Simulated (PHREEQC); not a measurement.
0.011 g of hydrous ferric oxide (600 m²/g; 0.2 weak and 0.005 strong sites per Fe, Dzombak-Morel constants, diffuse double layer) in 1 kg of water with 0.01 mol/kgw of an inert sodium salt and 2.4e-07 mol/kgw CaCl2, 6.4e-08 mol/kgw NaF and 6.1e-05 mol/kgw BaCl2, at 25 °C; the pH is set by adding NaOH or the inert anion's acid. O2 is buffered at 0.21 atm. The system is closed to CO2. Nothing may precipitate in this run.

The series has 17 steps of pH, from 4 to 10.

Equilibrium calculation in PHREEQC: ion-association model, wateq4f.dat.

**Question.** Near which pH is half of the Ca sorbed, and on which side is more sorbed?

**Answer.** Near pH 9.7, with more sorbed at higher pH.

Species that the database lacks are ignored.
